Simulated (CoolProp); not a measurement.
The fluid at 392.58 K and 5.09 MPa flows at 0.22 m/s in a round tube of 4.6 mm bore and 45 µm roughness, fully developed (64/Re and Nu = 3.66 if laminar; Colebrook and Gnielinski if turbulent). The same conditions are run with several fluids, on thermodynamics alone (safety and materials aside).

Values from CoolProp's reference Helmholtz-energy equation of state of each fluid (R124: de Vries 1995; R141b: Lemmon 2006; water: Wagner 2002).

| fluid | Reynolds number | Darcy friction factor | pressure drop (Pa/m) | heat-transfer coefficient (W/(m² K)) | mass flow (kg/h) |
|---|---|---|---|---|---|
| R124 | 11100 | 0.0424 | 211 | 831 | 12.4 |
| R141b | 6160 | 0.0456 | 251 | 676 | 13.8 |
| water | 4080 | 0.0487 | 242 | 3170 | 12.5 |

Transport values come from each fluid's own correlations; those of R124, R141b are estimates that may be off by 10 % or more.
